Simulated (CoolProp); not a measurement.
Vapour-liquid equilibrium of methanol (1) + m-xylene (2) at 6.28 bar; x and y are mole fractions of (1).

Values from CoolProp's multi-fluid Helmholtz-energy mixture model, de Reuck 1993 and Zhou 2012; pair parameters Bell 2016.

Q: Give the bubble temperature and the first vapour's composition at x = 0.35, 0.45, 0.55. Is there an azeotrope?

A: x = 0.35: 406.3 K, y = 0.866; x = 0.45: 403.5 K, y = 0.880; x = 0.55: 401.5 K, y = 0.891. No azeotrope shows between x = 0.05 and 0.95.

Pair parameters are fitted to limited data, so mixtures are less certain than the pure fluids. With so large a gap from Raoult's law the liquid may split in two, which this calculation doesn't test in full.
